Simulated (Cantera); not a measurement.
Charge: 1 mol C2F6, 0.056 mol H2, equilibrated at 0.800 bar.

These are equilibrium values from Cantera (NASA tables, ideal gas, pure condensed phases), not measurements of a reactor. Candidate condensed phases: C, C6H6, C7H8, C8H18; 95 gas species. The feed counts by its element totals alone. The tables' values for C2F4 are old estimates; treat these amounts as uncertain. Gases not in the tables: C2F6 and larger saturated fluorocarbons. Equilibrium is a limit: real reactors are often held back by kinetics, nucleation or transport.

x: gas mole fraction; n: condensed amount in mol.

```tsv
T (K)	x CF4	x CF2	x F	x HF	x CF3	x CF	x C2F4	n C(graphite)
1723	0.928	0.000828	6.12e-5	0.0707	0.000329	5.74e-8	3.82e-7	0.527
1823	0.926	0.00239	0.000206	0.0706	0.000778	3.65e-7	1.10e-6	0.526
1923	0.921	0.00616	0.000610	0.0704	0.00168	1.90e-6	2.83e-6	0.523
2023	0.911	0.0144	0.00162	0.0700	0.00334	8.41e-6	6.57e-6	0.516
2123	0.890	0.0306	0.00392	0.0693	0.00615	3.21e-5	1.39e-5	0.502
2223	0.852	0.0603	0.00869	0.0679	0.0105	0.000108	2.70e-5	0.477
2323	0.790	…	…	0.0656	…	…	4.76e-5	…
2423	0.695	0.184	0.0341	0.0619	0.0245	0.000871	7.55e-5	0.365
2523	…	…	…	…	…	…	0.000106	…
2623	0.412	0.395	0.0994	0.0505	0.0385	0.00465	0.000127	0.116
```

Question: Fill in the missing entries.

Answer: 
- 2323, x CF2: 0.110
- 2323, x F: 0.0179
- 2323, x CF3: 0.0168
- 2323, x CF: 0.000324
- 2323, n C(graphite): 0.434
- 2523, x CF4: 0.565
- 2523, x CF2: 0.283
- 2523, x F: 0.0604
- 2523, x HF: 0.0568
- 2523, x CF3: 0.0325
- 2523, x CF: 0.00212
- 2523, n C(graphite): 0.259
